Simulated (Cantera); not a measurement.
A Cantera script and what it prints.

```python
import numpy as np
import cantera as ct

gas_names = """
    C CH CH2 CH3 CH2OH CH3O CH4 CH3OH CO CO2 COOH C2 C2H CHCO,ketyl C2H2,acetylene C2H2,vinylidene
    CH2CO,ketene C2H3,vinyl CH3CO,acetyl C2H4 C2H4O,ethylen CH3CHO,ethanal CH3COOH (HCOOH)2 C2H5 C2H6
    CH3OCH3 C2H5OH C2O C3 C3H3,propargyl C3H4,allene C3H4,propyne C3H4,cyclo- C3H5,allyl C3H6,propylene
    C3H6,cyclo- C3H6O C3H7,n-propyl C3H7,i-propyl C3H8 C3H8O,1propanol C3H8O,2propanol C3O2 C4 C4H2
    C4H4,1,3-cyclo- C4H6,butadiene C4H6,2-butyne C4H6,cyclo- C4H8,1-butene C4H8,cis2-buten
    C4H8,tr2-butene C4H8,isobutene C4H8,cyclo- (CH3COOH)2 C4H9,n-butyl C4H9,i-butyl C4H9,s-butyl
    C4H9,t-butyl C4H10,isobutane C4H10,n-butane C5 C5H6,1,3cyclo- C5H8,cyclo- C5H10,1-pentene
    C5H10,cyclo- C5H11,pentyl C5H11,t-pentyl C5H12,n-pentane C5H12,i-pentane CH3C(CH3)2CH3 C6H2
    C6H5,phenyl C6H5O,phenoxy C6H6 C6H5OH,phenol C6H10,cyclo- C6H12,1-hexene C6H12,cyclo- C6H13,n-hexyl
    C7H7,benzyl C7H8 C7H8O,cresol C7H14,1-heptene C7H15,n-heptyl C7H16,n-heptane C8H8,styrene
    C8H10,ethylbenz C8H16,1-octene C8H17,n-octyl C8H18,isooctane C8H18,n-octane C9H19,n-nonyl
    C10H8,naphthale C10H21,n-decyl C12H9,o-bipheny C12H10,bipheny H HCO HO2 H2 HCHO,formaldehy HCOOH H2O
    H2O2 O OH O2 O3
""".split()
cond_names = """
    C(gr) C6H6(L) C7H8(L) C8H18(L),n-octa H2O(s) H2O(L)
""".split()


def load(file, names, dense=False):
    # The tables refer to 1 bar. Condensed volumes are neglected.
    table = {s.name: s for s in ct.Species.list_from_file(file)}
    out = []
    for n in names:
        d = dict(table[n].input_data)
        d["thermo"] = dict(d["thermo"], **{"reference-pressure": 1e5})
        if dense:
            d["equation-of-state"] = {"model": "constant-volume", "density": "1e6 g/cm^3"}
        out.append(ct.Species.from_dict(d))
    return out


gas = ct.Solution(thermo="ideal-gas", species=load("nasa_gas.yaml", gas_names))
cond = {s.name: ct.Solution(thermo="fixed-stoichiometry", species=[s], name=s.name)
        for s in load("nasa_condensed.yaml", cond_names, dense=True)}
atoms = {
    'C': {'C': 1},
    'CO2': {'C': 1, 'O': 2},
    'H2': {'H': 2},
}
top_T = {'C(gr)': 4500}  # K; cautious upper limits of use, not melting points


def equilibrate(T, P, feed):
    n = {}
    for name, mol in feed.items():
        for a, k in atoms[name].items():
            n[a] = n.get(a, 0.0) + k * mol
    gas.TPX = T, P, n
    mass = sum(n.values()) * gas.mean_molecular_weight
    gas.equilibrate("TP")
    valid = [c for c in cond.values() if c.min_temp <= T <= top_T.get(c.name, c.max_temp)]
    mix = ct.Mixture([(gas, mass / gas.mean_molecular_weight)] + [(c, 0.0) for c in valid])
    mix.T, mix.P = T, P
    mix.equilibrate("TP", solver="vcs", rtol=1e-11, max_steps=5000)
    return mix


results = []
feed = {'C': 1, 'CO2': 0.089, 'H2': 11}  # mol
P = 100000  # Pa
for T in [1525, 1575, 1625, 1675, 1725, 1775, 1825, 1875, 1925, 1975, 2025, 2075]:
    mix = equilibrate(T, P, feed)
    results.append((T, P, feed, dict(zip(mix.species_names, mix.species_moles))))
    x = sorted(zip(gas.X, gas.species_names), reverse=True)
    print(f"T = {T:g} K  P = {P:g} Pa  gas = {mix.phase_moles(0):.4g} mol")
    print("   x: " + "  ".join(f"{s} {v:.3e}" for v, s in x if v > 0.001))
    print("   condensed (mol): " + ("  ".join(f"{mix.phase(i).name} {mix.phase_moles(i):.4g}"
          for i in range(1, mix.n_phases) if mix.phase_moles(i) > 1e-12) or "none"))
```

It prints:

```
T = 1525 K  P = 100000 Pa  gas = 11.15 mol
   x: H2 9.818e-01  CO 1.594e-02  CH4 2.199e-03
   condensed (mol): C(gr) 0.8864
T = 1575 K  P = 100000 Pa  gas = 11.16 mol
   x: H2 9.822e-01  CO 1.594e-02  CH4 1.755e-03
   condensed (mol): C(gr) 0.8911
T = 1625 K  P = 100000 Pa  gas = 11.16 mol
   x: H2 9.825e-01  CO 1.593e-02  CH4 1.420e-03
   condensed (mol): C(gr) 0.8944
T = 1675 K  P = 100000 Pa  gas = 11.17 mol
   x: H2 9.827e-01  CO 1.593e-02  CH4 1.163e-03
   condensed (mol): C(gr) 0.8967
T = 1725 K  P = 100000 Pa  gas = 11.17 mol
   x: H2 9.828e-01  CO 1.593e-02
   condensed (mol): C(gr) 0.8982
T = 1775 K  P = 100000 Pa  gas = 11.17 mol
   x: H2 9.828e-01  CO 1.593e-02
   condensed (mol): C(gr) 0.8988
T = 1825 K  P = 100000 Pa  gas = 11.17 mol
   x: H2 9.827e-01  CO 1.593e-02
   condensed (mol): C(gr) 0.8985
T = 1875 K  P = 100000 Pa  gas = 11.17 mol
   x: H2 9.825e-01  CO 1.593e-02
   condensed (mol): C(gr) 0.8974
T = 1925 K  P = 100000 Pa  gas = 11.18 mol
   x: H2 9.822e-01  CO 1.592e-02
   condensed (mol): C(gr) 0.8951
T = 1975 K  P = 100000 Pa  gas = 11.18 mol
   x: H2 9.816e-01  CO 1.592e-02  H 1.356e-03
   condensed (mol): C(gr) 0.8916
T = 2025 K  P = 100000 Pa  gas = 11.18 mol
   x: H2 9.809e-01  CO 1.591e-02  H 1.906e-03
   condensed (mol): C(gr) 0.8866
T = 2075 K  P = 100000 Pa  gas = 11.19 mol
   x: H2 9.799e-01  CO 1.591e-02  H 2.637e-03  C2H2,acetylene 1.216e-03
   condensed (mol): C(gr) 0.8797
```

Method: chemical equilibrium by Gibbs-energy minimisation in Cantera with the NASA 1993 tables (ideal gas, pure condensed phases).
